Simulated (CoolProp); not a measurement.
Vapour-liquid equilibrium of isobutene (1) + n-butane (2) at 1640 kPa; x and y are mole fractions of (1).

Values from CoolProp's multi-fluid Helmholtz-energy mixture model, Lemmon 2005 and Bücker 2006; pair parameters Bell 2016.

```tsv
x	bubble temperature, mixture model (K)	bubble temperature, Raoult's law (K)	y, mixture model	y, Raoult's law
0.05	376.3	376.4	0.057	0.059
0.15	375.1	375.4	0.168	0.175
0.25	374.0	374.4	0.275	0.286
0.35	373.0	373.4	0.379	0.392
0.45	372.0	372.4	0.480	0.495
0.55	371.1	371.5	0.578	0.595
0.65	370.2	370.6	0.675	0.690
0.75	369.4	369.7	0.770	0.783
0.85	368.6	368.8	0.863	0.872
0.95	367.8	367.9	0.955	0.958
```

The largest gap from Raoult's law is -0.4 K in bubble temperature, at x = 0.45. No azeotrope shows between x = 0.05 and 0.95.

The pair parameters rest on a limited set of measurements; away from them the model extrapolates.
